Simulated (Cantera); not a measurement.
Cantera run, input and output.

```python
import numpy as np
import cantera as ct

gas = ct.Solution("SiF4_NH3_mec.yaml", "gas")
gas.TPX = 2275, 2666, {'NH3': 1, 'H2': 1.6}
reactor = ct.IdealGasConstPressureReactor(gas, energy="off", clone=False)
net = ct.ReactorNet([reactor])
net.rtol, net.atol = 1e-08, 1e-18
show = ['NH3', 'H2', 'N', 'N2H4', 'N2H2', 'NH2', 'NH']
times = np.geomspace(4e-05, 1, 14)

steps = ct.SolutionArray(gas, extra=["t"])
rows = []
print(f"{'t/s':>10s}{'T/K':>9s}{'P/Pa':>11s}" + "".join(f"{s:>11s}" for s in show))
for t in times:
    while net.time < t:
        t_next = net.step()
        steps.append(gas.state, t=t_next)
    rows.append([np.interp(t, steps.t, y) for y in (steps.T, steps.P, *steps(*show).X.T)])
    print(f"{t:10.3e}{rows[-1][0]:9.1f}{rows[-1][1]:11.4g}" + "".join(f"{x:11.3e}" for x in rows[-1][2:]))
rate = np.gradient(steps.T, steps.t)
print("integrator steps:", len(steps.t))
if steps.T.max() > steps.T[0] + 200:
    print(f"time of steepest temperature rise: {steps.t[rate.argmax()]:.4e} s")
gas.TPX = 2275, 2666, {'NH3': 1, 'H2': 1.6}
gas.equilibrate("TP")
print(f"equilibrium (TP): T = {gas.T:.1f} K  " + "  ".join(f"{s} {gas[s].X[0]:.3e}" for s in show))
```

Result:

```
       t/s      T/K       P/Pa        NH3         H2          N       N2H4       N2H2        NH2         NH
 4.000e-05   2275.0       2666  3.845e-01  6.154e-01  1.825e-10  1.086e-11  2.173e-09  7.996e-05  8.329e-08
 8.717e-05   2275.0       2666  3.844e-01  6.153e-01  2.808e-09  5.291e-11  1.388e-08  1.748e-04  4.780e-07
 1.900e-04   2275.0       2666  3.841e-01  6.153e-01  3.399e-08  2.513e-10  8.948e-08  3.794e-04  2.440e-06
 4.140e-04   2275.0       2666  3.835e-01  6.152e-01  3.455e-07  1.150e-09  6.036e-07  8.100e-04  1.134e-05
 9.021e-04   2275.0       2666  3.820e-01  6.154e-01  2.482e-06  4.381e-09  3.486e-06  1.580e-03  4.230e-05
 1.966e-03   2275.0       2666  3.773e-01  6.177e-01  6.244e-06  8.212e-09  8.103e-06  2.163e-03  7.821e-05
 4.284e-03   2275.0       2666  3.660e-01  6.249e-01  6.789e-06  8.325e-09  8.394e-06  2.177e-03  8.181e-05
 9.336e-03   2275.0       2666  3.426e-01  6.399e-01  6.858e-06  7.600e-09  7.717e-06  2.080e-03  8.038e-05
 2.035e-02   2275.0       2666  2.978e-01  6.685e-01  6.980e-06  6.265e-09  6.472e-06  1.889e-03  7.731e-05
 4.434e-02   2275.0       2666  2.227e-01  7.164e-01  7.164e-06  4.203e-09  4.539e-06  1.547e-03  7.095e-05
 9.663e-02   2275.0       2666  1.240e-01  7.793e-01  7.371e-06  1.890e-09  2.288e-06  1.038e-03  5.902e-05
 2.106e-01   2275.0       2666  3.783e-02  8.336e-01  7.713e-06  3.853e-10  6.242e-07  4.688e-04  4.066e-05
 4.589e-01   2275.0       2666  1.412e-03  8.503e-01  9.404e-06  5.322e-12  2.102e-08  5.522e-05  1.544e-05
 1.000e+00   2275.0       2666  4.050e-06  8.266e-01  1.277e-06  5.618e-16  4.925e-12  5.718e-07  5.799e-07
integrator steps: 1382
equilibrium (TP): T = 2275.0 K  NH3 9.778e-08  H2 8.171e-01  N 6.652e-08  N2H4 5.584e-19  N2H2 4.058e-14  NH2 1.784e-08  NH 2.338e-08
```

Detailed kinetics in Cantera: the gas-phase N/H chemistry of the illustrative SiF4/NH3 mechanism in the Surface Chemkin manual (1991). Walls and surfaces, which speed up NH3 decomposition in real reactors, are not modelled.
